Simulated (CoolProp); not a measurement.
Propylene along the isotherm -72.25 °C: density (kg/m³) from the reference equation and from simpler models built on Tc = 91.1 °C, pc = 4.555 MPa, ω = 0.146; each cubic takes its own stable root.

Values from CoolProp's reference Helmholtz-energy equation of state, Lemmon 2013.

| p (MPa) | phase | reference | van der Waals | Redlich-Kwong | Soave-Redlich-Kwong | Peng-Robinson |
|---|---|---|---|---|---|---|
| 0.0216 | gas | 0.5501 | 0.5472 | 0.5487 | 0.5489 | 0.5490 |
| 0.0349 | liquid | 639.7 | 0.8871 | 0.8912 | 601.0 | 677.6 |
| 0.0564 | liquid | 639.7 | 1.442 | 595.5 | 601.0 | 677.6 |
| 0.0911 | liquid | 639.8 | 2.351 | 595.6 | 601.1 | 677.6 |
| 0.147 | liquid | 639.8 | 3.853 | 595.7 | 601.1 | 677.7 |
| 0.238 | liquid | 639.9 | 6.410 | 595.8 | 601.2 | 677.8 |
| 0.384 | liquid | 640.0 | 402.9 | 595.9 | 601.4 | 677.9 |
| 0.621 | liquid | 640.2 | 403.3 | 596.2 | 601.6 | 678.1 |
| 1 | liquid | 640.6 | 403.9 | 596.7 | 602.0 | 678.5 |
| 1.62 | liquid | 641.1 | 405.0 | 597.4 | 602.7 | 679.1 |
| 2.62 | liquid | 641.9 | 406.6 | 598.5 | 603.7 | 680.1 |
| 4.23 | liquid | 643.3 | 409.0 | 600.3 | 605.4 | 681.7 |
| 6.83 | liquid | 645.4 | 412.6 | 603.1 | 607.9 | 684.0 |

At some of these states van der Waals, Redlich-Kwong gives the other phase, because its saturation line lies elsewhere.
